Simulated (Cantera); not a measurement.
Charge: 1 mol Fe(CO)5, 0.049 mol H2, 22 mol N2, equilibrated at 1098 K and 750 Torr.

Equilibrium computed with Cantera from the NASA thermochemical tables; the gas is ideal and each condensed phase is pure. Candidate condensed phases: C, C6H6, C7H8, C8H18, Fe, Fe(CO)5, FeO, Fe(OH)2, Fe(OH)3, Fe2O3, Fe3O4, H2O; 140 gas species. Condensed phases not in the tables: cementite and carbon dissolved in iron. Equilibrium is a limit: real reactors are often held back by kinetics, nucleation or transport.

Base state: N2 0.816, CO 0.179, CO2 0.00294, H2 0.00179, H2O 2.95e-5 (mole fractions); condensed: C(graphite) + Fe(α).

Task: What changes in the equilibrium state with this change: pressure from 750 Torr to 3.38 Torr?

Result: 
```json
[
 {"species": "N2", "before": "0.816", "after": "0.813"},
 {"species": "CO", "before": "0.179", "after": "0.185"},
 {"species": "H2", "before": "0.00179", "after": "0.00181"},
 {"species": "CO2", "before": "0.00294", "after": "1.40e-5"},
 {"species": "H2O", "before": "2.95e-5", "after": "1.38e-7"},
 {"species": "C(graphite), mol", "before": "0.0801", "after": "0"},
 {"species": "Fe(α), mol", "before": "1.00", "after": "1.00"}
]
```

Task: What changes in the equilibrium state with this change: temperature from 1098 K to 1175 K?

Result: 
```csv
species,before,after
N2,0.816,0.814
CO,0.179,0.183
H2,0.00179,0.00180
CO2,0.00294,0.000909
H2O,2.95e-5,1.14e-5
"C(graphite), mol",0.0801,0.0248
"Fe(α), mol",1.00,1.00
```
